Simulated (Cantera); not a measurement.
Source: NASA polynomial tables (part measured, part estimated), evaluated in Cantera. Values are per mole of reaction as written; species without (g) are pure solids or liquids, kept so even where they would boil at 1 bar.

2 HF(g) + Pb ⇌ H2(g) + PbF2, with ΔH° = -131.8 kJ and ΔS° = -168.6 J/K at 300 K.

Task: How far is the shortcut ΔG° ≈ ΔH°(300 K) − T·ΔS°(300 K) from the full temperature-dependent value at 1175, 1225, 1275, 1325, 1375, 1425 K?

Result: 
```tsv
T (K)	shortcut (kJ)	full (kJ)	difference (kJ)	difference in log10 K	condensed phases
1175	66.3	46.1	20.1	-0.90	Pb(l), PbF2(l)
1225	74.7	51.8	22.9	-0.98	Pb(l), PbF2(l)
1275	83.1	57.3	25.8	-1.06	Pb(l), PbF2(l)
1325	91.6	62.8	28.8	-1.14	Pb(l), PbF2(l)
1375	100.0	68.1	31.9	-1.21	Pb(l), PbF2(l)
1425	108.4	73.4	35.1	-1.29	Pb(l), PbF2(l)
```
The shortcut ignores heat capacities and the phase changes listed.
